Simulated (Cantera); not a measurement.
What does this Cantera script print?

```python
import numpy as np
import cantera as ct

gas_names = """
    CL CLO CL2 Fe FeCL FeCL2 FeCL3 FeO Fe(OH)2 Fe2CL4 Fe2CL6 H HCL HOCL HO2 H2 H2O H2O2 O OH O2 O3
""".split()
cond_names = """
    Fe(a) Fe(c) Fe(d) Fe(L) FeCL2(s) FeCL2(L) FeCL3(s) FeCL3(L) FeO(s) FeO(L) Fe(OH)2(s) Fe(OH)3(s)
    Fe2O3(s) Fe3O4(s) H2O(s) H2O(L)
""".split()


# ... load() reads the species with a 1 bar reference pressure and builds the phases ...
atoms = {
    'Fe2O3': {'Fe': 2, 'O': 3},
    'Cl2': {'CL': 2},
    'H2': {'H': 2},
}
top_T = {'Fe2O3(s)': 1830, 'Fe3O4(s)': 1870}  # K; cautious upper limits of use, not melting points


# ... equilibrate(T, P, feed) seeds the gas with the atoms and calls Mixture.equilibrate('TP', solver="vcs", rtol=1e-11, max_steps=5000) ...
results = []
feed = {'Fe2O3': 1, 'Cl2': 18, 'H2': 41}  # mol
P = 6.7  # Pa
for T in [1498, 1548, 1598, 1648, 1698, 1748, 1798, 1848, 1898, 1948]:
    mix = equilibrate(T, P, feed)
    results.append((T, P, feed, dict(zip(mix.species_names, mix.species_moles))))

top = {s: max(r[3][s] / sum(r[3][g] for g in gas_names) for r in results) for s in gas_names}
cols = sorted((s for s in top if top[s] > 1e-05), key=lambda s: -top[s])[:6]
seen = [c for c in cond_names if any(r[3].get(c, 0) > 1e-12 for r in results)]
print("log10 of partial pressures in bar; condensed amounts in mol")
print(f"{'T/K':>10s}" + "".join(f"{s[:9]:>10s}" for s in cols + seen))
for T, P, feed, n in results:
    ng = sum(n[g] for g in gas_names)
    print(f"{T:10.4g}" + "".join(f"{np.log10(max(n[s] / ng * P / 1e5, 1e-99)):10.3f}" for s in cols)
          + "".join(f"{n.get(c, 0):10.4g}" for c in seen))
```

It prints:

```
log10 of partial pressures in bar; condensed amounts in mol
       T/K       HCL        H2        CL         H       H2O     FeCL2
      1498    -4.441    -4.603    -6.998    -7.066    -5.468    -5.646
      1548    -4.442    -4.604    -6.750    -6.813    -5.469    -5.649
      1598    -4.444    -4.605    -6.517    -6.576    -5.470    -5.656
      1648    -4.447    -4.608    -6.299    -6.354    -5.472    -5.670
      1698    -4.450    -4.612    -6.093    -6.146    -5.475    -5.698
      1748    -4.455    -4.620    -5.899    -5.951    -5.480    -5.750
      1798    -4.462    -4.630    -5.717    -5.768    -5.487    -5.835
      1848    -4.474    -4.644    -5.547    -5.598    -5.497    -5.964
      1898    -4.493    -4.660    -5.392    -5.437    -5.510    -6.142
      1948    -4.521    -4.678    -5.254    -5.286    -5.528    -6.368
```

Cantera equilibrium calculation (NASA polynomials, part measured and part estimated; ideal gas, pure solids and liquids).
